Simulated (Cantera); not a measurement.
A perfectly stirred reactor is fed with CH₄ : CO₂ : H₂ = 1 : 0.6 : 0.076 (molar parts), at 6.20 bar; it is held at 1750 K, and followed from long to short residence time.

Model: GRI-Mech 3.0 (53 species, 325 reactions), integrated in Cantera. GRI-Mech 3.0 stops at C3 and has no aromatics, soot or wall deposition, so with more carbon than oxygen in the feed, carbon stays in small species such as C2H2 where larger ones or solid carbon would form.

Q: What does this change do: temperature 1750 to 1200 K?

A: 
```json
[
 {"quantity": "x(CH₄) at τ = 0.340 s", "before": "0.0552", "after": "0.596"},
 {"quantity": "x(CO₂) at τ = 0.340 s", "before": "0.0160", "after": "0.358"},
 {"quantity": "x(H₂) at τ = 0.340 s", "before": "0.454", "after": "0.0454"},
 {"quantity": "x(C₂H₂) at τ = 0.340 s", "before": "0.0783", "after": "7.36e-7"},
 {"quantity": "x(OH) at τ = 0.340 s", "before": "5.71e-7", "after": "2.76e-12"},
 {"quantity": "x(CH₄) at τ = 46.0 ms", "before": "0.0863", "after": "0.597"},
 {"quantity": "x(CO₂) at τ = 46.0 ms", "before": "0.0444", "after": "0.358"},
 {"quantity": "x(H₂) at τ = 46.0 ms", "before": "0.365", "after": "0.0454"},
 {"quantity": "x(C₂H₂) at τ = 46.0 ms", "before": "0.116", "after": "2.71e-9"},
 {"quantity": "x(OH) at τ = 46.0 ms", "before": "1.19e-6", "after": "2.37e-12"}
]
```
